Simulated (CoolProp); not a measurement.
Methanol along the isotherm 300.65 °C: density (kg/m³) from the reference equation and from simpler models built on Tc = 240.2 °C, pc = 8216 kPa, ω = 0.565; each cubic takes its own stable root.

Values from CoolProp's reference Helmholtz-energy equation of state, de Reuck 1993.

```csv
p (kPa),phase,reference
1580,gas,11.07
3160,gas,23.25
4740,gas,36.83
6320,gas,52.16
7900,gas,69.75
9480,supercritical,90.61
11100,supercritical,115.9
12600,supercritical,144.1
14200,supercritical,183.3
15800,supercritical,231.3
17400,supercritical,280.5
19000,supercritical,321.1
20500,supercritical,352.2
```

### Question
How far does each simpler model (ideal gas, van der Waals, Redlich-Kwong, Soave-Redlich-Kwong, Peng-Robinson) lie from the reference over these 13 states: mean and median of the absolute difference, and the worst?

### Answer
- ideal gas: mean 35.2 %, median 35.7 %, worst -60.9 % at 300.65 °C and 20500 kPa
- van der Waals: mean 10.4 %, median 8.6 %, worst -25.8 % at 300.65 °C and 20500 kPa
- Redlich-Kwong: mean 7.3 %, median 6.9 %, worst -18.1 % at 300.65 °C and 20500 kPa
- Soave-Redlich-Kwong: mean 10.5 %, median 5.0 %, worst -30.0 % at 300.65 °C and 20500 kPa
- Peng-Robinson: mean 7.7 %, median 1.7 %, worst -24.5 % at 300.65 °C and 20500 kPa
